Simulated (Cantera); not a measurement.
**SiO₂ + Cl₂ + H₂ (oxide etching and cleaning by halides)**

Charge: 1 mol SiO₂, 3.7 mol Cl₂, 0.23 mol H₂, equilibrated at 750 Torr.

Equilibrium computed with Cantera from the NASA thermochemical tables; the gas is ideal and each condensed phase is pure. Candidate condensed phases: H₂O, Si, SiO₂; 30 gas species. The tables hold silica as quartz up to 1696 K and as liquid above; real silica turns to tridymite and cristobalite and melts near 1996 K. The numbers say what is thermodynamically allowed, not how fast it happens.

From 923 K to 1623 K the condensed part is SiO₂(β-quartz). The main Si-bearing gas is SiCl₄ throughout.

| T (K) | x Cl₂ | x HCl | x Cl | x SiCl₄ | n SiO₂(β-quartz) |
|---|---|---|---|---|---|
| 923 | 0.883 | 0.117 | 0.000105 | 4.28e-6 | 1.000 |
| 1023 | 0.882 | 0.117 | 0.000511 | 1.07e-5 | 1.000 |
| 1123 | 0.881 | 0.117 | 0.00188 | 3.09e-5 | 1.000 |
| 1223 | 0.878 | 0.117 | 0.00560 | 8.42e-5 | 1.000 |
| 1323 | 0.869 | 0.116 | 0.0141 | 0.000203 | 0.999 |
| 1423 | 0.853 | 0.115 | 0.0313 | 0.000432 | 0.998 |
| 1523 | 0.823 | 0.113 | 0.0617 | 0.000819 | 0.997 |
| 1623 | 0.776 | 0.111 | 0.111 | 0.00140 | 0.994 |
x: gas mole fraction; n: condensed amount in mol.
